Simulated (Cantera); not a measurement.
Input: 1 mol SiH₄, 0.011 mol Cl₂, 980 mol H₂, at 16.0 mbar.

Equilibrium computed with Cantera from the NASA thermochemical tables; the gas is ideal and each condensed phase is pure. Candidate condensed phases: Si; 19 gas species. Gases not in the tables: Si₂H₆ and higher silanes. The numbers say what is thermodynamically allowed, not how fast it happens.

x: gas mole fraction; n: condensed amount in mol.

```tsv
T (K)	x H₂	x H	x Si	x SiH₂	x HCl	n Si(s)	n Si(l)
1123	1.000	3.37e-7	4.02e-12	2.26e-9	2.24e-5	1.000	0
1173	1.000	9.32e-7	3.09e-11	6.81e-9	2.24e-5	1.000	0
1223	1.000	2.38e-6	2.01e-10	1.87e-8	2.24e-5	1.000	0
1273	1.000	5.64e-6	1.13e-9	4.76e-8	2.24e-5	1.000	0
1323	1.000	1.25e-5	5.54e-9	1.13e-7	2.24e-5	1.000	0
1373	1.000	2.63e-5	2.42e-8	2.51e-7	2.24e-5	1.000	0
1423	1.000	5.25e-5	9.55e-8	5.26e-7	2.24e-5	0.999	0
1473	1.000	0.000100	3.42e-7	1.05e-6	2.24e-5	0.998	0
1523	1.000	0.000183	1.13e-6	2.00e-6	2.24e-5	0.996	0
1573	1.000	0.000321	3.44e-6	3.67e-6	2.24e-5	0.992	0
1623	0.999	0.000546	9.78e-6	6.46e-6	2.24e-5	0.982	0
1673	0.999	…	…	…	2.24e-5	0.958	0
1723	0.998	…	…	…	2.23e-5	0	…
1773	0.998	0.00225	0.000133	2.46e-5	2.23e-5	0	0.822
```

Task: Fill in the missing entries.

Result: 
- 1673, x H: 0.000900
- 1673, x Si: 2.61e-5
- 1673, x SiH₂: 1.10e-5
- 1723, x H: 0.00144
- 1723, x Si: 6.15e-5
- 1723, x SiH₂: 1.70e-5
- 1723, n Si(l): 0.911
